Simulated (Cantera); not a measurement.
An adiabatic, constant-volume homogeneous reactor starts with CH₄ : O₂ : N₂ : CO₂ = 1 : 0.833 : 3.13 : 0.92 (molar parts), at 1450 K and 3.75 atm. Integrator tolerance rtol = 1e-08.

Detailed kinetics in Cantera: GRI-Mech 3.0 (53 species, 325 reactions).

What does this change do: pressure from 3.75 atm to 9.87 atm?


```tsv
quantity	before	after
time of steepest temperature rise	1.37 ms	0.591 ms
temperature at 8.00 s	2301 K	2305 K
equilibrium temperature	2301 K	2305 K
x(CH₄) at 8.00 s	8.01e-10 (gas-phase equilibrium 8.89e-10)	5.52e-9 (gas-phase equilibrium 6.06e-9)
x(O₂) at 8.00 s	1.31e-6 (gas-phase equilibrium 1.31e-6)	5.20e-7 (gas-phase equilibrium 5.20e-7)
x(CO₂) at 8.00 s	0.0564 (gas-phase equilibrium 0.0564)	0.0564 (gas-phase equilibrium 0.0564)
x(HCN) at 8.00 s	5.09e-7 (gas-phase equilibrium 5.09e-7)	1.34e-6 (gas-phase equilibrium 1.34e-6)
x(N₂O) at 8.00 s	3.30e-9 (gas-phase equilibrium 3.30e-9)	3.41e-9 (gas-phase equilibrium 3.41e-9)
```
